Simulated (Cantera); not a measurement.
A closed system holds: 1 mol B2H6, 0.85 mol O2, equilibrated at 1423.15 K and 0.150 bar.

Cantera equilibrium calculation (NASA polynomials, part measured and part estimated; ideal gas, pure solids and liquids). Candidate condensed phases: B, B2O3, B3O3H3, H2O; 23 gas species. The feed counts by its element totals alone. Mutual solubility and eutectic melting of coexisting phases are not modelled. The numbers say what is thermodynamically allowed, not how fast it happens.

Base state: H2 0.993, HBO 0.00382, B3O3H3 0.00267, B2O2 0.000136, HBO2 7.97e-5, B2O3 2.74e-5, H 1.71e-5 (mole fractions); condensed: B(s) + B2O3(l).

Task: What changes in the equilibrium state with this change: O2 from 0.85 to 4.4 mol?

Result: 
```
species        before    after
------------  -------  -------
H2O           6.85e-6    0.659
O2              <1e-9    0.314
HBO2          7.97e-5   0.0248
H2              0.993  1.95e-6
HBO           0.00382    <1e-9
B3O3H3        0.00267    <1e-9
(HBO2)3         <1e-9  0.00118
B(s), mol       0.855        0
B2O3(l), mol    0.554    0.937
```
Gases not in the tables: H3BO3.
